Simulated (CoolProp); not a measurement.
Vapour-liquid equilibrium of CHF3 (R23) (1) + R125 (2) at -14.55 °C; x and y are mole fractions of (1).

Values from CoolProp's multi-fluid Helmholtz-energy mixture model, Penoncello 2003 and Lemmon 2005; pair parameters Bell 2016.

| x | bubble pressure (MPa) | y at the bubble point | dew pressure at overall composition x (MPa) | liquid density (mol/L) |
|---|---|---|---|---|
| 0.05 | 0.4632 | (withheld) | 0.4283 | 11.72 |
| 0.15 | 0.5713 | 0.358 | 0.4663 | 12.10 |
| 0.25 | 0.6847 | 0.512 | 0.5117 | 12.51 |
| 0.35 | 0.8022 | 0.626 | 0.5666 | 12.93 |
| 0.45 | 0.9229 | 0.715 | (withheld) | 13.37 |
| 0.55 | 1.046 | 0.786 | 0.7201 | 13.83 |
| 0.65 | 1.173 | 0.845 | (withheld) | 14.32 |
| 0.75 | 1.302 | 0.895 | 0.9799 | 14.82 |
| 0.85 | 1.436 | (withheld) | 1.184 | 15.36 |
| 0.95 | 1.576 | 0.981 | 1.469 | 15.91 |

**Question.** Fill in the missing entries.

**Answer.** 
- 0.05, y at the bubble point: 0.142
- 0.45, dew pressure at overall composition x (MPa): 0.6344
- 0.65, dew pressure at overall composition x (MPa): 0.8312
- 0.85, y at the bubble point: 0.940

No azeotrope shows between x = 0.05 and 0.95.

Pair parameters are fitted to limited data, so mixtures are less certain than the pure fluids.
